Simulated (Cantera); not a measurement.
**Adiabatic ignition**

An adiabatic, constant-volume homogeneous reactor starts with 1.69 % C₃H₈, 20.6 % O₂, 77.7 % N₂, equivalence ratio 0.41, at 1600 K and 5.10 bar.

Cantera simulation using GRI-Mech 3.0 (53 species, 325 reactions); the numbers are that mechanism's predictions, not measurements. GRI-Mech 3.0 was tuned for natural gas; its chemistry of propane as a main component is partial and can be far from experiment.

```json
[
 {"t (s)": "6.00e-6", "T (K)": "1609", "P (bar)": "5.17", "x C₃H₈": "0.00999", "x O₂": "0.201", "x NO₂": "5.59e-12", "x CH₄": "0.000482", "x NO": "2.68e-10", "x OH": "0.000144", "x CH₃": "0.00151"},
 {"t (s)": "1.65e-5", "T (K)": "2430", "P (bar)": "8.02", "x C₃H₈": "<1e-12", "x O₂": "0.118", "x NO₂": "1.46e-7", "x CH₄": "<1e-12", "x NO": "5.76e-5", "x OH": "0.0124", "x CH₃": "<1e-12"},
 {"t (s)": "4.52e-5", "T (K)": "2626", "P (bar)": "8.56", "x C₃H₈": "<1e-12", "x O₂": "0.117", "x NO₂": "7.81e-7", "x CH₄": "<1e-12", "x NO": "0.000451", "x OH": "0.00847", "x CH₃": "<1e-12"},
 {"t (s)": "0.000124", "T (K)": "2627", "P (bar)": "8.56", "x C₃H₈": "<1e-12", "x O₂": "0.117", "x NO₂": "2.35e-6", "x CH₄": "<1e-12", "x NO": "0.00138", "x OH": "0.00834", "x CH₃": "<1e-12"},
 {"t (s)": "0.000341", "T (K)": "2622", "P (bar)": "8.55", "x C₃H₈": "<1e-12", "x O₂": "0.116", "x NO₂": "6.32e-6", "x CH₄": "<1e-12", "x NO": "0.00370", "x OH": "0.00822", "x CH₃": "<1e-12"},
 {"t (s)": "0.000935", "T (K)": "2611", "P (bar)": "8.51", "x C₃H₈": "<1e-12", "x O₂": "0.113", "x NO₂": "1.47e-5", "x CH₄": "<1e-12", "x NO": "0.00863", "x OH": "0.00795", "x CH₃": "<1e-12"},
 {"t (s)": "0.00257", "T (K)": "2597", "P (bar)": "8.46", "x C₃H₈": "<1e-12", "x O₂": "0.110", "x NO₂": "2.59e-5", "x CH₄": "<1e-12", "x NO": "0.0153", "x OH": "0.00760", "x CH₃": "<1e-12"},
 {"t (s)": "0.00705", "T (K)": "2590", "P (bar)": "8.44", "x C₃H₈": "<1e-12", "x O₂": "0.109", "x NO₂": "3.15e-5", "x CH₄": "<1e-12", "x NO": "0.0186", "x OH": "0.00743", "x CH₃": "<1e-12"},
 {"t (s)": "0.0193", "T (K)": "2589", "P (bar)": "8.44", "x C₃H₈": "<1e-12", "x O₂": "0.108", "x NO₂": "3.19e-5", "x CH₄": "<1e-12", "x NO": "0.0188", "x OH": "0.00742", "x CH₃": "<1e-12"},
 {"t (s)": "0.0531", "T (K)": "2589", "P (bar)": "8.44", "x C₃H₈": "<1e-12", "x O₂": "0.108", "x NO₂": "3.19e-5", "x CH₄": "<1e-12", "x NO": "0.0188", "x OH": "0.00742", "x CH₃": "<1e-12"},
 {"t (s)": "0.146", "T (K)": "2589", "P (bar)": "8.44", "x C₃H₈": "<1e-12", "x O₂": "0.108", "x NO₂": "3.19e-5", "x CH₄": "<1e-12", "x NO": "0.0188", "x OH": "0.00742", "x CH₃": "<1e-12"},
 {"t (s)": "0.400", "T (K)": "2589", "P (bar)": "8.44", "x C₃H₈": "<1e-12", "x O₂": "0.108", "x NO₂": "3.19e-5", "x CH₄": "<1e-12", "x NO": "0.0188", "x OH": "0.00742", "x CH₃": "<1e-12"}
]
```
x: mole fraction; the columns are a selection and need not sum to one.

```
Property                                                            Result
---------------------------------  ---------------------------------------
time of steepest temperature rise                                  10.8 µs
temperature at 0.400 s                                              2589 K
equilibrium temperature                                             2589 K
x(C₃H₈) at 0.400 s                   <1e-12 (gas-phase equilibrium <1e-12)
x(O₂) at 0.400 s                       0.108 (gas-phase equilibrium 0.108)
x(NO₂) at 0.400 s                  3.19e-5 (gas-phase equilibrium 3.19e-5)
```
